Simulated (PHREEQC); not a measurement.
**Metal-bearing waste water: an equilibrium model**

Make-up at 25 °C: 0.06 mol MnSO4, 0.0038 mol CuCl2 and 0.000365 mol NaF per kg of water. Closed to the air; pH follows from the charge balance.

Equilibrium calculation in PHREEQC: ion-association model, wateq4f.dat.

This is a speciation only: nothing precipitates in the calculation.

Question: Estimate the pH.

Answer: pH 5.38.

Question: In which forms is Cu present?

Answer: Cu+2 56 %, CuSO4 44 % of the Cu.

Examples of supersaturated solids here: Antlerite, Brochantite. Others may be too.
